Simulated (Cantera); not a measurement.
Charge: 1 mol CuO, 630 mol H2, 3.4 mol H2O, held at 1177 °C and 0.0100 bar.

Cantera equilibrium calculation (NASA polynomials, part measured and part estimated; ideal gas, pure solids and liquids). Candidate condensed phases: Cu, CuO, Cu(OH)2, Cu2O, H2O; 12 gas species. Rates play no part.

Base state: H2 0.993, H2O 0.00694, Cu 0.000344, H 9.42e-5 (mole fractions); condensed: Cu(l).

**Question.** What changes in the equilibrium state with this change: H2 from 630 to 0.76 mol?

**Answer.** 
| species | before | after |
|---|---|---|
| H2O | 0.00694 | 0.996 |
| O2 | <1e-9 | 0.00348 |
| Cu | 0.000344 | 0.000344 |
| H2 | 0.993 | 0.000160 |
| OH | 1.58e-8 | 0.000179 |
| H | 9.42e-5 | 1.20e-6 |
| Cu(l), mol | 0.782 | 0.576 |
| Cu2O(s), mol | 0 | 0.211 |
Mutual solubility and eutectic melting of coexisting phases are not modelled.
